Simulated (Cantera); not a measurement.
Feed: 1 mol V2O3, 22 mol H2, equilibrated at 2148 K.

Equilibrium computed with Cantera from the NASA thermochemical tables; the gas is ideal and each condensed phase is pure. Candidate condensed phases: H2O, V, VO, V2O3, V2O4, V2O5; 12 gas species. VO: taken at fixed stoichiometry. Rates play no part.

At 10.0 bar, list the 4 most abundant gas species with their mole fractions, and the condensed phases.

H2 0.953, H2O 0.0454, H 0.00129, VO2 1.02e-5. Condensed: VO(l).
